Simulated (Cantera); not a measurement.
## Pyrogenic steam for wet oxidation

An isothermal, constant-pressure homogeneous reactor starts with H₂ : O₂ : N₂ = 1.1 : 1 : 1.5 (molar parts), equivalence ratio 0.55, at 1250 K and 0.711 atm.

Detailed kinetics in Cantera: GRI-Mech 3.0 (53 species, 325 reactions). The temperature is held fixed by assumption; the heat of reaction is taken as removed at once.

```json
[
 {"t (s)": "2.00e-6", "x H₂": "0.306", "x O₂": "0.278", "x N₂O": "<1e-12", "x O": "5.04e-9", "x H₂O₂": "4.39e-11", "x H": "2.75e-8"},
 {"t (s)": "1.00e-5", "x H₂": "0.306", "x O₂": "0.278", "x N₂O": "<1e-12", "x O": "6.38e-7", "x H₂O₂": "2.09e-9", "x H": "2.93e-6"},
 {"t (s)": "5.02e-5", "x H₂": "0.0190", "x O₂": "0.151", "x N₂O": "5.80e-8", "x O": "0.00759", "x H₂O₂": "2.15e-5", "x H": "0.0143"},
 {"t (s)": "0.000252", "x H₂": "0.000597", "x O₂": "0.148", "x N₂O": "1.03e-7", "x O": "9.51e-5", "x H₂O₂": "3.04e-6", "x H": "2.11e-5"},
 {"t (s)": "0.00126", "x H₂": "2.37e-5", "x O₂": "0.148", "x N₂O": "1.10e-7", "x O": "5.60e-6", "x H₂O₂": "4.39e-7", "x H": "2.79e-7"},
 {"t (s)": "0.00632", "x H₂": "7.78e-7", "x O₂": "0.148", "x N₂O": "1.12e-7", "x O": "6.60e-7", "x H₂O₂": "7.36e-8", "x H": "7.53e-9"},
 {"t (s)": "0.0317", "x H₂": "1.10e-7", "x O₂": "0.148", "x N₂O": "1.10e-7", "x O": "1.17e-7", "x H₂O₂": "1.49e-8", "x H": "5.72e-10"},
 {"t (s)": "0.159", "x H₂": "4.12e-8", "x O₂": "0.148", "x N₂O": "9.39e-8", "x O": "3.61e-8", "x H₂O₂": "4.91e-9", "x H": "1.28e-10"},
 {"t (s)": "0.796", "x H₂": "3.84e-8", "x O₂": "0.148", "x N₂O": "4.32e-8", "x O": "3.16e-8", "x H₂O₂": "4.33e-9", "x H": "1.13e-10"},
 {"t (s)": "3.99", "x H₂": "3.84e-8", "x O₂": "0.148", "x N₂O": "8.94e-9", "x O": "3.15e-8", "x H₂O₂": "4.33e-9", "x H": "1.12e-10"},
 {"t (s)": "20.0", "x H₂": "3.84e-8", "x O₂": "0.148", "x N₂O": "8.57e-9", "x O": "3.15e-8", "x H₂O₂": "4.33e-9", "x H": "1.12e-10"}
]
```
x: mole fraction; the columns are a selection and need not sum to one.

Equilibrium at this temperature and pressure: H₂ 3.84e-8, O₂ 0.147, N₂O 8.56e-9, O 3.15e-8, H₂O₂ 4.33e-9, H 1.12e-10 (gas phase only).
